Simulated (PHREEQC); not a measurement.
Metal-bearing waste water (model solution)

Solution (25 °C): 0.008 mol FeCl3, 0.0067 mol MgSO4, 0.049 mol HCl and 0.00071 mol Na2SO4 per kg of water. Closed to the air; pH follows from the charge balance.

Model: ion-association model, phreeqc.dat, run in PHREEQC.

Each row changes one thing in this solution. No solid was allowed to form.

```json
[
 {"case": "as made", "pH": "1.42", "ionic strength (mol/kgw)": "0.0929", "Cl- (mol/kgw)": "0.0708", "HSO4- (mol/kgw)": "0.00231", "SO4-2 (mol/kgw)": "0.00128"},
 {"case": "Na2SO4 left out", "pH": "1.41", "ionic strength (mol/kgw)": "0.0925", "Cl- (mol/kgw)": "0.0706", "HSO4- (mol/kgw)": "0.00205", "SO4-2 (mol/kgw)": "0.00112"},
 {"case": "FeCl3 left out", "pH": "1.43", "ionic strength (mol/kgw)": "0.0665", "Cl- (mol/kgw)": "0.0490", "HSO4- (mol/kgw)": "0.00446", "SO4-2 (mol/kgw)": "0.00232"},
 {"case": "MgSO4 left out", "pH": "1.39", "ionic strength (mol/kgw)": "0.0847", "Cl- (mol/kgw)": "0.0693", "HSO4- (mol/kgw)": "0.000178", "SO4-2 (mol/kgw)": "9.02e-5"},
 {"case": "0.0088 mol/kgw NH3 added", "pH": "1.50", "ionic strength (mol/kgw)": "0.0927", "Cl- (mol/kgw)": "0.0708", "HSO4- (mol/kgw)": "0.00205", "SO4-2 (mol/kgw)": "0.00138"},
 {"case": "FeCl3 from 0.008 to 0.08 mol/kgw", "pH": "1.41", "ionic strength (mol/kgw)": "0.346", "Cl- (mol/kgw)": "0.228", "HSO4- (mol/kgw)": "0.000731", "SO4-2 (mol/kgw)": "0.000601"}
]
```

Species that the database lacks are ignored. Some of these states are supersaturated (in Hematite (slow to form), Goethite (slow to form), for instance).
